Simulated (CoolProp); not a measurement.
A Linde-Hampson liquefier for normal hydrogen: isothermal reversible compression at 300 K from 1 atm to 5 MPa, throttling to 1 atm, return gas leaving the recuperator 2 K below the feed. Each further row changes one setting.

The numbers come from the reference Helmholtz-energy equation of state, Leachman 2009 in CoolProp.

| case | compression work (kJ/kg of gas) |
|---|---|
| as stated | 4860 |
| high pressure 10 MPa | 5750 |
| warm-end temperature 330 K | 5340 |
| warm-end gap 7 K | 4860 |
